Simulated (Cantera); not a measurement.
A Cantera script and its output.

```python
import numpy as np
import cantera as ct

gas = ct.Solution("gri30.yaml")
gas.TPX = 425, 630000, {'CH4': 0.76, 'O2': 2, 'N2': 8.2}
flame = ct.FreeFlame(gas, width=0.011)
flame.set_refine_criteria(ratio=3, slope=0.08, curve=0.16)
flame.transport_model = "mixture-averaged"
flame.solve(loglevel=0, auto=True)
z, T = flame.grid, flame.T
thick = (T[-1] - T[0]) / np.gradient(T, z).max()
show = ['CH4', 'O2', 'HCN', 'C2H6', 'CH3', 'C2H']
print(f"laminar burning velocity  {flame.velocity[0] * 100:.3f} cm/s")
print(f"burnt temperature         {T[-1]:.1f} K")
print(f"thermal thickness         {thick * 1e3:.4f} mm")
print(f"grid points               {len(z)}")
z0 = z[flame.heat_release_rate.argmax()]
print(f"{'z/mm':>9s}{'T/K':>9s}{'u/(m/s)':>9s}" + "".join(f"{s:>11s}" for s in show))
rows = []
for k in (-3, -2, -1.5, -1, -0.5, -0.25, 0, 0.25, 0.5, 1, 2, 4, 8):
    zz = z0 + k * thick
    rows.append([k * thick, np.interp(zz, z, T), np.interp(zz, z, flame.velocity),
                 *(np.interp(zz, z, flame.X[gas.species_index(s)]) for s in show)])
    print(f"{rows[-1][0] * 1e3:9.3f}{rows[-1][1]:9.1f}{rows[-1][2]:9.3f}" + "".join(f"{x:11.3e}" for x in rows[-1][3:]))
```

It prints:

```
laminar burning velocity  15.636 cm/s
burnt temperature         1949.7 K
thermal thickness         0.1844 mm
grid points               130
     z/mm      T/K  u/(m/s)        CH4         O2        HCN       C2H6        CH3        C2H
   -0.553    426.2    0.157  6.924e-02  1.824e-01  3.053e-11  5.491e-08  9.868e-10  3.246e-28
   -0.369    437.1    0.161  6.855e-02  1.816e-01  5.445e-10  1.122e-06  1.026e-08  1.599e-24
   -0.277    466.8    0.172  6.684e-02  1.794e-01  2.531e-09  5.634e-06  4.068e-08  1.913e-22
   -0.184    598.0    0.221  5.976e-02  1.693e-01  1.598e-08  4.070e-05  4.408e-07  1.168e-18
   -0.092   1019.0    0.379  3.743e-02  1.324e-01  8.272e-08  2.449e-04  3.087e-05  3.161e-13
   -0.046   1368.0    0.510  1.866e-02  9.861e-02  1.561e-07  3.574e-04  2.689e-04  1.587e-10
    0.000   1709.4    0.637  2.512e-03  6.316e-02  2.431e-07  3.019e-05  3.723e-04  1.669e-08
    0.046   1844.6    0.683  3.392e-05  4.942e-02  1.049e-07  7.143e-09  9.282e-06  1.907e-09
    0.092   1894.0    0.700  3.649e-07  4.625e-02  2.572e-08  1.199e-12  1.191e-07  2.090e-11
    0.184   1929.9    0.711  2.349e-10  4.461e-02  3.059e-09  1.548e-18  9.020e-11  2.504e-14
    0.369   1945.5    0.716  6.611e-14  4.413e-02  2.490e-10  3.138e-24  8.493e-14  8.904e-17
    0.738   1949.4    0.718  1.976e-14  4.406e-02  1.709e-11  3.696e-26  2.572e-14  1.384e-18
    1.475   1949.7    0.718  8.915e-15  4.405e-02  3.280e-12  6.307e-27  1.125e-14  2.325e-20
```

Computed with Cantera and GRI-Mech 3.0 (53 species, 325 reactions). Burning velocities carry a grid error of a few per cent, more on coarse grids.
